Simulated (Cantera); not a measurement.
An isothermal, constant-pressure homogeneous reactor starts with C₂H₆ : H₂ = 1 : 92 (molar parts), at 1625 K and 0.109 atm.

Model: GRI-Mech 3.0 (53 species, 325 reactions), integrated in Cantera. GRI-Mech 3.0 stops at C3 and has no aromatics, soot or wall deposition, so with more carbon than oxygen in the feed, carbon stays in small species such as C2H2 where larger ones or solid carbon would form.

One state of this run: x C₂H₆ = 2.43e-7; x H₂ = 0.985; x C₂H₂ = 0.00595; x CH₃ = 3.91e-5; x C₂H₄ = 6.08e-5. x: mole fraction; the columns are a selection and need not sum to one.

**Question.** Which value of t (s) does it belong to?
A. 0.00123
B. 1.05
C. 0.00380
D. 3.25

**Answer.** B, 1.05
